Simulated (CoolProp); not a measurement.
A single-stage vapour-compression cycle with R21: evaporating at 307.15 K (dew point), condensing at 377.15 K (bubble point), superheat 0 K, subcooling 2 K, compressor efficiency 0.9, no pressure losses. Each further row changes one setting.

Model: reference Helmholtz-energy equation of state, Platzer 1990, in CoolProp. This equation is an older, rougher fit; its heat capacities, sound speeds and derivatives of the liquid may be far off and weren't checked against measurements.

```
case                              cooling COP  pressure ratio  discharge temperature (K)  refrigerating effect (kJ/kg)  volumetric capacity (kJ/m³)
--------------------------------  -----------  --------------  -------------------------  ----------------------------  ---------------------------
as stated                                3.00            5.88                      403.2                           149                         1570
evaporating temperature 312.15 K         3.35            5.03                      400.6                           151                         1850
condensing temperature 372.15 K          3.33            5.31                      396.9                           155                         1630
subcooling 7 K                           3.12            5.88                      403.2                           155                         1630
superheat 10 K                           3.01            5.88                      413.8                           155                         1580
compressor efficiency 0.8                2.67            5.88                      410.7                           149                         1570
```
